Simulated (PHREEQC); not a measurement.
## Metal-bearing waste water (model solution)

Consider water at 25 °C with 1.3 mmol/kgw CdCl2, 0.038 mmol/kgw ZnCl2, 0.49 mmol/kgw H2SO4 and 0.78 mmol/kgw Na2SO4. Closed to the air; pH follows from the charge balance.

Model: ion-association model, phreeqc.dat, run in PHREEQC.

Each row changes one thing in this solution. This is a speciation only: nothing precipitates in the calculation.

```
case                                               pH  ionic strength (mol/kgw)  SO4-2 (mol/kgw)  Cd+2 (mol/kgw)  CdCl+ (mol/kgw)  CdSO4 (mol/kgw)  SI of Halite (NaCl)
-----------------------------------------------  ----  ------------------------  ---------------  --------------  ---------------  ---------------  -------------------
as made                                          3.07                   0.00673          0.00104        0.000982         0.000166         0.000148                -7.05
Na2SO4 from 0.00078 to 0.0078 mol/kgw            3.21                    0.0256          0.00718        0.000723          9.62e-5         0.000444                    ?
ZnCl2 replaced by Zn(NO3)2 at the same molality  3.07                   0.00673          0.00104        0.000986         0.000162         0.000149                -7.07
temperature from 25 to 15 °C                     3.07                   0.00677          0.00106        0.000990         0.000163         0.000144                    ?
temperature from 25 to 40 °C                     3.08                   0.00665          0.00101        0.000972         0.000171         0.000154                -7.07
```

**Question.** What belongs in the gaps?

**Answer.** 
- Na2SO4 from 0.00078 to 0.0078 mol/kgw, SI of Halite (NaCl): -6.11
- temperature from 25 to 15 °C, SI of Halite (NaCl): -7.04

Complexes and solids missing from the database can't appear. Constants without temperature data keep their 25 °C values here.
